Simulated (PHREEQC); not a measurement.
1 kg of water holding 0.029 mol NaCl and 0.081 mol KOH meets 20 L of dry gas (CO2 0.28, CH4 0.45, H2S 0.27 by moles) at fixed total pressure, at 25 °C; fugacities by Peng-Robinson. The gases take part in no redox reaction, some water evaporates into the gas, and hydrates or a liquid gas phase aren't modelled. Precipitation was switched off in this run.

Equilibrium calculation in PHREEQC: ion-association model, phreeqc.dat.

Q: Predict dissolved CO2 (all carbonate carbon) (mol/kgw) at P (atm) = 2, 15.

A: 
```tsv
P (atm)	dissolved CO2 (all carbonate carbon) (mol/kgw)
2	0.0665
15	0.175
```

Complexes and solids missing from the database can't appear.
